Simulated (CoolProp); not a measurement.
Saturation properties of trans-2-butene (Tc = 428.6 K, pc = 4.019 MPa, ω = 0.210).

Model: reference Helmholtz-energy equation of state, Lemmon 2005, in CoolProp. It is a short technical equation, of lower accuracy than the large ones.

```csv
T (K),p (MPa),liquid density (kg/m³),enthalpy of vaporisation (kJ/kg),liquid cp (kJ/(kg K)),vapour Z,surface tension (mN/m)
338.6,0.7116,546.0,333.1,2.574,0.8434,8.37
341.9,0.7695,541.3,328.5,2.599,0.8349,8.00
345.1,?,536.6,323.9,2.625,0.8262,7.65
348.3,0.8919,531.8,319.2,2.652,0.8173,7.30
351.6,0.9604,526.8,314.2,2.681,0.8077,6.94
354.8,1.030,521.8,309.2,?,0.7981,6.60
358,?,516.7,304.0,2.743,0.7881,6.25
361.3,1.184,511.3,298.6,2.777,0.7774,5.91
364.5,?,506.0,293.1,2.813,0.7667,5.57
367.7,1.352,500.5,287.4,2.851,0.7555,5.25
371,1.445,494.6,281.3,2.894,0.7435,4.91
374.2,1.539,488.8,275.2,2.939,0.7315,4.59
377.4,1.638,482.8,268.8,2.988,0.7189,4.27
380.7,1.745,476.4,261.9,3.043,0.7054,3.95
383.9,1.854,469.9,255.0,3.103,0.6917,?
```

Question: Fill in the missing entries.

Answer: 
- 345.1, p (MPa): 0.8290
- 354.8, liquid cp (kJ/(kg K)): 2.711
- 358, p (MPa): 1.104
- 364.5, p (MPa): 1.266
- 383.9, surface tension (mN/m): 3.64

It boils at 274.0 K under 1 atm.

Surface tension comes from a separate correlation (Mulero 2014).
